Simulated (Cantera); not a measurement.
A freely propagating, adiabatic, planar premixed flame of 19.9 % H2, 14.0 % O2, 66.0 % N2, unburnt at 398 K and 750 Torr; multicomponent+Soret transport, grid criteria slope 0.08 and curve 0.16, no radiation.

Cantera simulation using the H2/O2 subset of GRI-Mech 3.0, which has no nitrogen chemistry; the numbers are that mechanism's predictions, not measurements. Burning velocities carry a grid error of a few per cent, more on coarse grids.

x: mole fraction of selected species; z is measured from the peak of heat release.

```tsv
z (mm)	T (K)	u (m/s)	x H2	x O2	x H	x H2O	x O	x OH
-1.22	398	1.28	0.199	0.140	<1e-8	6.78e-8	<1e-8	<1e-8
-0.810	398	1.28	0.198	0.141	<1e-8	1.66e-6	<1e-8	<1e-8
-0.608	398	1.27	0.195	0.141	<1e-8	1.32e-5	<1e-8	<1e-8
-0.405	401	1.27	0.184	0.143	<1e-8	0.000171	4.19e-8	<1e-8
-0.203	488	1.47	0.140	0.148	1.84e-5	0.00836	5.51e-6	(withheld)
-0.101	778	2.30	0.103	0.135	0.00135	0.0430	0.000203	(withheld)
0	1124	3.30	0.0606	0.105	0.00675	0.102	0.00197	(withheld)
0.101	1365	3.99	0.0280	0.0751	0.0109	0.154	0.00467	(withheld)
0.203	1502	4.39	0.0145	0.0605	0.0104	0.178	0.00563	(withheld)
0.405	1640	4.78	0.00837	0.0532	0.00646	0.192	0.00471	(withheld)
0.810	1748	5.07	0.00512	0.0506	0.00272	0.201	0.00278	(withheld)
1.62	1816	5.25	0.00241	0.0495	0.000793	0.208	0.00125	(withheld)
3.24	1849	5.33	0.000871	0.0494	0.000165	0.211	0.000446	(withheld)
```

Question: Fill in the missing entries.

Answer: 
- -0.203, x OH: 3.58e-5
- -0.101, x OH: 0.000538
- 0, x OH: 0.00156
- 0.101, x OH: 0.00396
- 0.203, x OH: 0.00584
- 0.405, x OH: 0.00695
- 0.810, x OH: 0.00639
- 1.62, x OH: 0.00477
- 3.24, x OH: 0.00300
